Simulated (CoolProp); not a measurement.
Properties of n-octane along the isotherm 346.85 °C.

Values from CoolProp's reference Helmholtz-energy equation of state, Beckmüller 2019.

```tsv
p (kPa)	phase	density (kg/m³)	Joule-Thomson coefficient (K/MPa)	expansivity (1/kK)	conductivity (mW/(m K))
11.8	gas	0.2618	5.980	1.620	46.0
19.9	gas	0.4419	5.986	1.625	46.0
33.6	gas	0.7472	5.996	1.634	46.0
56.6	gas	1.262	?	1.649	46.1
95.6	gas	2.141	6.044	1.674	46.1
161	gas	3.631	6.096	1.718	46.2
272	gas	6.211	6.187	1.796	46.4
459	gas	10.71	6.347	?	46.8
775	gas	18.80	6.645	2.215	47.4
1310	gas	34.15	7.237	2.830	48.6
2210	gas	?	8.576	4.603	51.4
3730	supercritical	166.7	11.01	14.32	60.7
```

Problem. Fill in the missing entries.

Solution. 
- 56.6, Joule-Thomson coefficient (K/MPa): 6.014
- 459, expansivity (1/kK): 1.938
- 2210, density (kg/m³): 66.81

Thermal conductivity comes from a separate model (Huber 2005).
